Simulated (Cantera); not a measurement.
Cantera run:

```python
import numpy as np
import cantera as ct

gas_names = [...]  # 110 gases of nasa_gas.yaml made of C, H, O
cond_names = """
    C(gr) C6H6(L) C7H8(L) C8H18(L),n-octa H2O(s) H2O(L)
""".split()


# ... load() reads the species with a 1 bar reference pressure and builds the phases ...
atoms = {
    'CH3OH': {'C': 1, 'H': 4, 'O': 1},
    'CO2': {'C': 1, 'O': 2},
}
top_T = {'C(gr)': 4500}  # K; cautious upper limits of use, not melting points


# ... equilibrate(T, P, feed) seeds the gas with the atoms and calls Mixture.equilibrate('TP', solver="vcs", rtol=1e-11, max_steps=5000) ...
results = []
feed = {'CH3OH': 1, 'CO2': 0.079}  # mol
T = 2498  # K
P = 133.322  # Pa
mix = equilibrate(T, P, feed)
results.append((T, P, feed, dict(zip(mix.species_names, mix.species_moles))))
x = sorted(zip(gas.X, gas.species_names), reverse=True)
print(f"T = {T:g} K  P = {P:g} Pa  gas = {mix.phase_moles(0):.4g} mol")
print("   x: " + "  ".join(f"{s} {v:.3e}" for v, s in x if v > 1e-06))
print("   condensed (mol): " + ("  ".join(f"{mix.phase(i).name} {mix.phase_moles(i):.4g}"
      for i in range(1, mix.n_phases) if mix.phase_moles(i) > 1e-12) or "none"))
```

Result:

```
T = 2498 K  P = 133.322 Pa  gas = 3.83 mol
   x: H 3.836e-01  H2 3.159e-01  CO 2.799e-01  H2O 1.288e-02  OH 3.234e-03  O 2.584e-03  CO2 1.843e-03  O2 4.325e-05
   condensed (mol): none
```

Cantera equilibrium calculation (NASA polynomials, part measured and part estimated; ideal gas, pure solids and liquids).
